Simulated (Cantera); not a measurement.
Charge: 1 mol SiCl4, 3.7 mol NH3, 1.2 mol N2.

Equilibrium computed with Cantera from the NASA thermochemical tables; the gas is ideal and each condensed phase is pure. Candidate condensed phases: NH4Cl, Si, Si3N4; 28 gas species. The tables' values for SiCl3 are old estimates. The numbers say what is thermodynamically allowed, not how fast it happens.

Problem. What condenses at these points (T in K, P in Pa): (1473, 8400); (1173, 8400); (1573, 5); (1273, 17); (1473, 710)?

Solution. 
```csv
T (K),P in Pa,condensed phases,Si condensed (%)
1473,8400,Si3N4,76.2
1173,8400,Si3N4,83.6
1573,5,gas only,0.0
1273,17,Si3N4,71.9
1473,710,Si3N4,52.5
```
